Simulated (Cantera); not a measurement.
An adiabatic, constant-volume homogeneous reactor starts with CO : H₂ : O₂ : N₂ : CO₂ = 1 : 0.06 : 0.294 : 1.11 : 0.46 (molar parts), equivalence ratio 1.8, at 1448 K and 10.0 bar. Integrator tolerance rtol = 1e-08.

Model: GRI-Mech 3.0 (53 species, 325 reactions), integrated in Cantera. The hydrogen kinetics of GRI-Mech 3.0 are dated; newer H2 mechanisms differ, most at raised pressure.

### Question
What does this change do: initial temperature 1448 to 1550 K?

### Answer
```tsv
quantity	before	after
time of steepest temperature rise	6.33 µs	4.15 µs
temperature at 6.00 s	2869 K	2907 K
equilibrium temperature	2869 K	2907 K
x(CO) at 6.00 s	0.198 (gas-phase equilibrium 0.198)	0.203 (gas-phase equilibrium 0.203)
x(H₂) at 6.00 s	0.00149 (gas-phase equilibrium 0.00149)	0.00151 (gas-phase equilibrium 0.00151)
x(O₂) at 6.00 s	0.00708 (gas-phase equilibrium 0.00708)	0.00918 (gas-phase equilibrium 0.00918)
x(H₂O₂) at 6.00 s	9.45e-8 (gas-phase equilibrium 9.45e-8)	1.09e-7 (gas-phase equilibrium 1.09e-7)
x(H₂O) at 6.00 s	0.0188 (gas-phase equilibrium 0.0188)	0.0183 (gas-phase equilibrium 0.0183)
```

### Question
What does this change do: CO2 0.46 to 0.94 parts?

### Answer
```csv
quantity,before,after
time of steepest temperature rise,6.33 µs,7.72 µs
temperature at 6.00 s,2869 K,2661 K
equilibrium temperature,2869 K,2661 K
x(CO) at 6.00 s,0.198 (gas-phase equilibrium 0.198),0.160 (gas-phase equilibrium 0.160)
x(H₂) at 6.00 s,0.00149 (gas-phase equilibrium 0.00149),0.000907 (gas-phase equilibrium 0.000907)
x(O₂) at 6.00 s,0.00708 (gas-phase equilibrium 0.00708),0.00332 (gas-phase equilibrium 0.00332)
x(H₂O₂) at 6.00 s,9.45e-8 (gas-phase equilibrium 9.45e-8),3.99e-8 (gas-phase equilibrium 3.99e-8)
x(H₂O) at 6.00 s,0.0188 (gas-phase equilibrium 0.0188),0.0172 (gas-phase equilibrium 0.0172)
```
